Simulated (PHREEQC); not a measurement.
Spent oxide etchant (model solution)

Make-up at 25 °C: 0.0064 mol/kgw HF, 9.3e-05 mol/kgw (NH4)2SiF6 and 0.0012 mol/kgw HBF4. Closed to the air; pH follows from the charge balance.

Model: ion-association model, phreeqc.dat, run in PHREEQC.

Precipitation was switched off in this run.

Question: What pH does the model give?

Answer: pH 2.60.

Question: In which forms is B present?

Answer: BF4- 86 %, H3BO3 6.9 %, BF3OH- 6.0 %, BF2(OH)2- 1.5 % of the B.

SiF6-2 is the database's only silicon fluoride. Real BF4- forms and hydrolyses slowly; the run takes it at equilibrium.
